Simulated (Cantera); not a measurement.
A perfectly stirred reactor is fed with CH₄ : N₂ = 1 : 180 (molar parts), at 32.3 Torr; it is held at 1675 K, and followed from long to short residence time.

Cantera simulation using GRI-Mech 3.0 (53 species, 325 reactions); the numbers are that mechanism's predictions, not measurements. GRI-Mech 3.0 stops at C3 and has no aromatics, soot or wall deposition, so with more carbon than oxygen in the feed, carbon stays in small species such as C2H2 where larger ones or solid carbon would form. Radical loss at walls, strong at low pressure, is not modelled.

Question: What does this change do: N2 180 to 950 parts?

Answer: 
```
quantity                  before     after
----------------------  --------  --------
x(CH₄) at τ = 1.20 s     0.00146  0.000334
x(C₂H₂) at τ = 1.20 s    0.00194  0.000329
x(C₂H₆) at τ = 1.20 s    3.30e-7   5.43e-8
x(H₂) at τ = 1.20 s      0.00594   0.00103
x(CH₂) at τ = 1.20 s     2.11e-7   1.25e-7
x(CH₄) at τ = 33.0 ms    0.00531   0.00103
x(C₂H₂) at τ = 33.0 ms   2.69e-5   1.05e-6
x(C₂H₆) at τ = 33.0 ms   4.40e-7   1.78e-8
x(H₂) at τ = 33.0 ms    0.000196   1.56e-5
x(CH₂) at τ = 33.0 ms    7.00e-8   1.74e-8
```
